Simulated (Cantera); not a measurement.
A perfectly stirred reactor is fed with 36.8 % CH4, 34.6 % H2O, 28.7 % H2, at 0.290 bar; it is held at 1973 K, and followed from long to short residence time.

Computed with Cantera and GRI-Mech 3.0 (53 species, 325 reactions).

Q: Predict: x(CH4) at τ = 1.60 s; x(H2O) at τ = 1.60 s; x(H2) at τ = 1.60 s; x(C2H) at τ = 1.60 s; x(CH4) at τ = 67.0 ms; x(H2O) at τ = 67.0 ms; x(H2) at τ = 67.0 ms; x(C2H) at τ = 67.0 ms.

A: 
```json
{
 "x(CH4) at τ = 1.60 s": "0.00467",
 "x(H2O) at τ = 1.60 s": "0.0285",
 "x(H2) at τ = 1.60 s": "0.767",
 "x(C2H) at τ = 1.60 s": "9.24e-7",
 "x(CH4) at τ = 67.0 ms": "0.0202",
 "x(H2O) at τ = 67.0 ms": "0.125",
 "x(H2) at τ = 67.0 ms": "0.688",
 "x(C2H) at τ = 67.0 ms": "2.93e-6"
}
```
